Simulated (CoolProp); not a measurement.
Cyclohexane at 426.95 K and 0.336 MPa is compressed adiabatically to 2.44 MPa with isentropic efficiency 0.6. Each further row changes one setting.

Model: reference Helmholtz-energy equation of state, Zhou 2014, in CoolProp.

| case | work (kJ/kg) | final phase | final density (kg/m³) |
|---|---|---|---|
| as stated | 117 | two-phase, vapour fraction 0.932 | ___ |
| efficiency 1 | 69.9 | two-phase, vapour fraction 0.686 | 104 |
| efficiency 0.65 | ___ | two-phase, vapour fraction 0.885 | ___ |

**Question.** What belongs in the gaps?

**Answer.** 
- as stated, final density (kg/m³): 81.0
- efficiency 0.65, work (kJ/kg): 108
- efficiency 0.65, final density (kg/m³): 84.6
